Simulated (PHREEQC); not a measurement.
NaOH is added in steps, without added water, to 1 kg of water holding 0.062 mol/kgw H2SeO3, 0.00039 mol/kgw NH3 and 8.2e-05 mol/kgw NaCl, at 25 °C. No oxygen is let in. CO2 from the air is kept out. Solids allowed: Halite. Others were left out.

Base run: PHREEQC, ion-association model, wateq4f.dat. Each further column changes one thing. The table gives H2SeO3 (mol/kgw).

```json
[
 {"NaOH added (mol)": "0", "base": "0.0512", "all activity coefficients set to 1": "___", "metal-ligand complexes left out": "0.0512", "Debye-Hückel limiting law": "0.0510", "Davies equation for every ion": "0.0512"},
 {"NaOH added (mol)": "0.008125", "base": "0.0466", "all activity coefficients set to 1": "0.0476", "metal-ligand complexes left out": "0.0466", "Debye-Hückel limiting law": "0.0464", "Davies equation for every ion": "0.0466"},
 {"NaOH added (mol)": "0.02031", "base": "0.0376", "all activity coefficients set to 1": "0.0384", "metal-ligand complexes left out": "0.0376", "Debye-Hückel limiting law": "___", "Davies equation for every ion": "0.0376"},
 {"NaOH added (mol)": "0.02844", "base": "0.0308", "all activity coefficients set to 1": "0.0313", "metal-ligand complexes left out": "0.0308", "Debye-Hückel limiting law": "0.0305", "Davies equation for every ion": "0.0307"},
 {"NaOH added (mol)": "0.04063", "base": "0.0198", "all activity coefficients set to 1": "0.0201", "metal-ligand complexes left out": "0.0198", "Debye-Hückel limiting law": "0.0196", "Davies equation for every ion": "0.0198"},
 {"NaOH added (mol)": "0.04875", "base": "0.0122", "all activity coefficients set to 1": "0.0124", "metal-ligand complexes left out": "0.0122", "Debye-Hückel limiting law": "0.0121", "Davies equation for every ion": "0.0122"},
 {"NaOH added (mol)": "0.06094", "base": "0.000659", "all activity coefficients set to 1": "0.000663", "metal-ligand complexes left out": "0.000659", "Debye-Hückel limiting law": "0.000656", "Davies equation for every ion": "0.000657"},
 {"NaOH added (mol)": "0.06906", "base": "1.10e-6", "all activity coefficients set to 1": "7.10e-7", "metal-ligand complexes left out": "1.10e-6", "Debye-Hückel limiting law": "1.36e-6", "Davies equation for every ion": "1.10e-6"},
 {"NaOH added (mol)": "0.08125", "base": "2.60e-7", "all activity coefficients set to 1": "1.63e-7", "metal-ligand complexes left out": "2.60e-7", "Debye-Hückel limiting law": "3.43e-7", "Davies equation for every ion": "2.60e-7"},
 {"NaOH added (mol)": "0.08937", "base": "1.23e-7", "all activity coefficients set to 1": "7.52e-8", "metal-ligand complexes left out": "1.23e-7", "Debye-Hückel limiting law": "1.68e-7", "Davies equation for every ion": "1.23e-7"},
 {"NaOH added (mol)": "0.1016", "base": "3.61e-8", "all activity coefficients set to 1": "2.18e-8", "metal-ligand complexes left out": "3.61e-8", "Debye-Hückel limiting law": "5.24e-8", "Davies equation for every ion": "3.61e-8"},
 {"NaOH added (mol)": "0.1097", "base": "1.22e-8", "all activity coefficients set to 1": "7.31e-9", "metal-ligand complexes left out": "1.22e-8", "Debye-Hückel limiting law": "1.83e-8", "Davies equation for every ion": "1.22e-8"},
 {"NaOH added (mol)": "0.1219", "base": "2.09e-10", "all activity coefficients set to 1": "___", "metal-ligand complexes left out": "2.09e-10", "Debye-Hückel limiting law": "3.08e-10", "Davies equation for every ion": "2.08e-10"},
 {"NaOH added (mol)": "0.13", "base": "1.80e-14", "all activity coefficients set to 1": "3.02e-14", "metal-ligand complexes left out": "1.80e-14", "Debye-Hückel limiting law": "1.09e-14", "Davies equation for every ion": "1.63e-14"}
]
```

Complete the blanks.


- 0, all activity coefficients set to 1: 0.0522
- 0.02031, Debye-Hückel limiting law: 0.0374
- 0.1219, all activity coefficients set to 1: 1.35e-10
